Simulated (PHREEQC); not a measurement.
A solution holds 0.02 mol H2SO4 and 0.00016 mol Li2SO4 per kg of water, at 5 °C. Closed to the air; pH follows from the charge balance.

The numbers come from PHREEQC with the ion-association model, wateq4f.dat.

| Quantity | Result |
|---|---|
| pH | 1.59 |
| ionic strength | 0.0402 mol/kgw |
| total alkalinity | -40.0 meq/kg |

```tsv
species	molality	activity	log γ
H+	0.0299	0.0259	-0.062
HSO4-	0.0101	0.00849	-0.077
SO4-2	0.0100	0.00502	-0.301
Li+	0.000313	0.000266	-0.071
LiSO4-	6.92e-6	5.82e-6	-0.075
```

No solid was allowed to form. Away from 25 °C the constants follow the database's enthalpies or fits; those with neither stay at their 25 °C values.
